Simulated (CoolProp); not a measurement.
C3F8 (R218) at several states: Z from the reference equation and from simpler models built on Tc = 345.0 K, pc = 2640 kPa, ω = 0.317; each cubic takes its own stable root.

Values from CoolProp's reference Helmholtz-energy equation of state, Lemmon 2006. It is a short technical equation, of lower accuracy than the large ones.

| T (K) | p (kPa) | phase | reference | Redlich-Kwong | Soave-Redlich-Kwong |
|---|---|---|---|---|---|
| 140.1 | 382 | liquid | 0.03151 | 0.03473 | 0.03411 |
| 300.7 | 6170 | liquid | 0.3357 | 0.3677 | 0.3553 |
| 332.3 | 3440 | liquid | 0.2055 | 0.2404 | 0.2336 |
| 249 | 242 | liquid | 0.01408 | 0.9167 | 0.01491 |

At some of these states Redlich-Kwong gives the other phase, because its saturation line lies elsewhere.
